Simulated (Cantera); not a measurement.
A Cantera script and what it prints.

```python
import numpy as np
import cantera as ct

gas_names = """
    O2 NbO2 CrO3 B2O3 ZrO2
""".split()
cond_names = """
    Nb(cr) Nb(L) Li(cr) Li(L) Li2O(s) Li2O(L) Cr(cr) Cr(L) Ti(a) Ti(b) Ti(L) Ti3O5(a) Ti3O5(b) Ti3O5(L)
    B(b) B(L) Zr(a) Zr(b) Zr(L)
""".split()


def load(file, names, dense=False):
    # The tables refer to 1 bar. Condensed volumes are neglected.
    table = {s.name: s for s in ct.Species.list_from_file(file)}
    out = []
    for n in names:
        d = dict(table[n].input_data)
        d["thermo"] = dict(d["thermo"], **{"reference-pressure": 1e5})
        if dense:
            d["equation-of-state"] = {"model": "constant-volume", "density": "1e6 g/cm^3"}
        out.append(ct.Species.from_dict(d))
    return out


species = {s.name: s for s in load("nasa_gas.yaml", gas_names) + load("nasa_condensed.yaml", cond_names)}
# Each term lists the table entries of one substance; the one whose range holds T is used.
reactions = {
    'Nb + O2(g) = NbO2(g)':
        [(-1, ['Nb(cr)', 'Nb(L)']), (-1, ['O2']), (1, ['NbO2'])],
    '4 Li + O2(g) = 2 Li2O':
        [(-4, ['Li(cr)', 'Li(L)']), (-1, ['O2']), (2, ['Li2O(s)', 'Li2O(L)'])],
    '0.6667 Cr + O2(g) = 0.6667 CrO3(g)':
        [(-0.6666666666666666, ['Cr(cr)', 'Cr(L)']), (-1, ['O2']), (0.6666666666666666, ['CrO3'])],
    '1.2 Ti + O2(g) = 0.4 Ti3O5':
        [(-1.2, ['Ti(a)', 'Ti(b)', 'Ti(L)']), (-1, ['O2']), (0.4, ['Ti3O5(a)', 'Ti3O5(b)', 'Ti3O5(L)'])],
    '1.333 B + O2(g) = 0.6667 B2O3(g)':
        [(-1.3333333333333333, ['B(b)', 'B(L)']), (-1, ['O2']), (0.6666666666666666, ['B2O3'])],
    'Zr + O2(g) = ZrO2(g)':
        [(-1, ['Zr(a)', 'Zr(b)', 'Zr(L)']), (-1, ['O2']), (1, ['ZrO2'])],
}


def pick(names, T):
    return next(species[n] for n in names if species[n].thermo.min_temp <= T <= species[n].thermo.max_temp)


results = []
for label, terms in reactions.items():
    print(label)
    print("     T/K   dH/kJ  dS/(J/K)   dG/kJ   log10 K")
    for T in [1148, 1223, 1298, 1373, 1448, 1523, 1598, 1673, 1748, 1823, 1898]:
        used = [(nu, pick(names, T)) for nu, names in terms]
        dH = sum(nu * s.thermo.h(T) for nu, s in used) / 1e6
        dS = sum(nu * s.thermo.s(T) for nu, s in used) / 1e3
        dG = dH - T * dS / 1e3
        logK = -dG * 1e6 / (ct.gas_constant * T * np.log(10))
        results.append((label, T, dH, dS, dG, logK, [s.name for _, s in used]))
        print(f"{T:8g} {dH:8.1f} {dS:8.1f} {dG:8.1f} {logK:8.2f}")
```

It prints:

```
Nb + O2(g) = NbO2(g)
     T/K   dH/kJ  dS/(J/K)   dG/kJ   log10 K
    1148   -206.0     21.5   -230.7    10.50
    1223   -206.6     21.0   -232.3     9.92
    1298   -207.2     20.5   -233.8     9.41
    1373   -207.8     20.0   -235.4     8.95
    1448   -208.5     19.6   -236.8     8.54
    1523   -209.2     19.1   -238.3     8.17
    1598   -210.0     18.6   -239.7     7.84
    1673   -210.8     18.1   -241.1     7.53
    1748   -211.6     17.6   -242.4     7.24
    1823   -212.5     17.1   -243.7     6.98
    1898   -213.4     16.6   -245.0     6.74
4 Li + O2(g) = 2 Li2O
     T/K   dH/kJ  dS/(J/K)   dG/kJ   log10 K
    1148  -1204.2   -272.8   -891.0    40.54
    1223  -1201.9   -270.9   -870.7    37.19
    1298  -1199.4   -268.8   -850.4    34.22
    1373  -1196.7   -266.8   -830.3    31.59
    1448  -1193.9   -264.8   -810.4    29.23
    1523  -1191.0   -262.9   -790.6    27.11
    1598  -1188.0   -261.0   -771.0    25.20
    1673  -1185.0   -259.2   -751.4    23.46
    1748  -1182.0   -257.4   -732.1    21.88
    1823  -1179.0   -255.7   -712.8    20.42
    1898  -1058.8   -190.5   -697.2    19.19
0.6667 Cr + O2(g) = 0.6667 CrO3(g)
     T/K   dH/kJ  dS/(J/K)   dG/kJ   log10 K
    1148   -198.1    -48.2   -142.7     6.49
    1223   -198.5    -48.6   -139.1     5.94
    1298   -199.0    -49.0   -135.4     5.45
    1373   -199.6    -49.4   -131.7     5.01
    1448   -200.2    -49.9   -128.0     4.62
    1523   -200.9    -50.4   -124.2     4.26
    1598   -201.7    -50.9   -120.4     3.94
    1673   -202.6    -51.4   -116.6     3.64
    1748   -203.6    -52.0   -112.7     3.37
    1823   -204.7    -52.6   -108.8     3.12
    1898   -205.9    -53.2   -104.8     2.88
1.2 Ti + O2(g) = 0.4 Ti3O5
     T/K   dH/kJ  dS/(J/K)   dG/kJ   log10 K
    1148   -971.0   -166.6   -779.8    35.48
    1223   -974.4   -169.5   -767.0    32.76
    1298   -973.0   -168.5   -754.4    30.36
    1373   -971.7   -167.5   -741.8    28.22
    1448   -970.3   -166.5   -729.2    26.31
    1523   -969.0   -165.6   -716.8    24.58
    1598   -967.7   -164.8   -704.4    23.02
    1673   -966.4   -164.0   -692.1    21.61
    1748   -965.1   -163.2   -679.8    20.31
    1823   -963.8   -162.5   -667.6    19.13
    1898   -962.5   -161.8   -655.4    18.04
1.333 B + O2(g) = 0.6667 B2O3(g)
     T/K   dH/kJ  dS/(J/K)   dG/kJ   log10 K
    1148   -560.1    -27.4   -528.6    24.05
    1223   -560.4    -27.7   -526.6    22.49
    1298   -560.8    -28.0   -524.5    21.11
    1373   -561.2    -28.3   -522.4    19.87
    1448   -561.6    -28.6   -520.2    18.77
    1523   -562.0    -28.8   -518.1    17.77
    1598   -562.4    -29.1   -515.9    16.86
    1673   -562.9    -29.4   -513.7    16.04
    1748   -563.3    -29.7   -511.5    15.28
    1823   -563.8    -29.9   -509.3    14.59
    1898   -564.4    -30.2   -507.0    13.95
Zr + O2(g) = ZrO2(g)
     T/K   dH/kJ  dS/(J/K)   dG/kJ   log10 K
    1148   -296.7     16.3   -315.5    14.35
    1223   -297.3     15.8   -316.7    13.52
    1298   -297.8     15.4   -317.8    12.79
    1373   -298.5     14.9   -319.0    12.13
    1448   -299.1     14.5   -320.1    11.55
    1523   -299.8     14.0   -321.1    11.01
    1598   -300.5     13.6   -322.2    10.53
    1673   -301.3     13.1   -323.2    10.09
    1748   -302.1     12.6   -324.1     9.69
    1823   -303.0     12.1   -325.1     9.31
    1898   -304.0     11.6   -326.0     8.97
```

Cantera with NASA thermochemical tables; ideal gases at 1 bar, condensed phases pure. Condensed species are held in their standard states even where they would react or evaporate.
